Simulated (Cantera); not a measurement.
Thermodynamics of chlorosilane synthesis and conversion, feed SiCl4 + Cl2 + H2

A closed system holds: 1 mol SiCl4, 1.7 mol Cl2, a varied amount of H2, held at 1198.15 K and 0.100 bar.

Cantera equilibrium calculation (NASA polynomials, part measured and part estimated; ideal gas, pure solids and liquids). Candidate condensed phases: Si; 19 gas species. The tables' values for SiCl3 are old estimates; treat these amounts as uncertain. Kinetics and transport are ignored.

| n(H2) (mol) | x H2 | x HCl | x SiCl4 | x Cl2 | x Cl |
|---|---|---|---|---|---|
| 0.86 | 1.27e-9 | 0.481 | 0.280 | 0.232 | 0.00705 |
| 2.6 | 0.168 | 0.644 | 0.186 | 3.15e-9 | 8.23e-7 |
| 4.3 | 0.367 | 0.491 | 0.138 | 8.35e-10 | 4.24e-7 |
| 6 | 0.488 | 0.397 | 0.108 | 4.11e-10 | 2.97e-7 |
| 7.7 | 0.570 | 0.334 | 0.0888 | 2.49e-10 | 2.32e-7 |
| 9.4 | 0.629 | 0.289 | 0.0748 | 1.69e-10 | 1.91e-7 |
| 11 | 0.671 | 0.257 | 0.0648 | 1.25e-10 | 1.64e-7 |
| 13 | 0.711 | 0.225 | 0.0552 | 9.11e-11 | 1.40e-7 |
x: gas mole fraction; nothing condenses.

From 0.86 mol H2 to 13 mol H2 nothing is condensed. The main Si-bearing gas is SiCl4 throughout.
